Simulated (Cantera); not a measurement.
Feed: 1 mol PH3, 0.45 mol O2, 0.14 mol H2, equilibrated at 1.33 mbar.

Equilibrium computed with Cantera from the NASA thermochemical tables; the gas is ideal and each condensed phase is pure. Candidate condensed phases: H2O, P, P4O10; 17 gas species. Gases not in the tables: HPO2, HPO3 and P4O6. Kinetics and transport are ignored.

x: gas mole fraction; nothing condenses.

| T (K) | x H | x PO | x H2 | x P | x O | x P2 | x H2O |
|---|---|---|---|---|---|---|---|
| 2600 | 0.491 | 0.235 | 0.218 | 0.0311 | 0.00403 | 0.00740 | 0.00531 |
| 2700 | 0.583 | 0.216 | 0.140 | 0.0371 | 0.00880 | 0.00446 | 0.00312 |
| 2800 | 0.647 | 0.196 | 0.0833 | 0.0450 | 0.0174 | 0.00295 | 0.00163 |
| 2900 | 0.682 | 0.175 | 0.0470 | 0.0565 | 0.0305 | 0.00221 | 0.000760 |
| 3000 | 0.696 | 0.151 | 0.0259 | 0.0723 | 0.0480 | 0.00180 | 0.000326 |
| 3100 | 0.694 | [?] | [?] | [?] | [?] | [?] | [?] |
| 3200 | 0.685 | 0.0980 | 0.00793 | 0.113 | 0.0917 | 0.00125 | 5.34e-5 |
| 3300 | 0.673 | 0.0717 | 0.00452 | 0.134 | 0.114 | 0.000983 | 2.12e-5 |
| 3400 | 0.661 | [?] | [?] | [?] | [?] | [?] | [?] |
| 3500 | 0.651 | 0.0320 | 0.00162 | 0.167 | 0.147 | 0.000524 | 3.40e-6 |

Q: What belongs in the gaps?

A: 
- 3100, x PO: 0.125
- 3100, x H2: 0.0142
- 3100, x P: 0.0918
- 3100, x O: 0.0690
- 3100, x P2: 0.00151
- 3100, x H2O: 0.000134
- 3400, x PO: 0.0492
- 3400, x H2: 0.00266
- 3400, x P: 0.153
- 3400, x O: 0.133
- 3400, x P2: 0.000736
- 3400, x H2O: 8.41e-6
